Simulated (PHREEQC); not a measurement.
Consider water at 5 °C with 2.4 mmol/kgw KHCO3 and 2.4 mmol/kgw Na2HPO4. Closed to the air; pH follows from the charge balance.

Computed with PHREEQC (ion-association model, phreeqc.dat).

Precipitation was switched off in this run.

Task: What pH does the model give?

Result: pH 8.81.

Task: In which forms is P present?

Result: HPO4-2 97 %, H2PO4- 2.0 %, NaHPO4- 0.6 % of the P.

Away from 25 °C the constants follow the database's enthalpies or fits; those with neither stay at their 25 °C values.
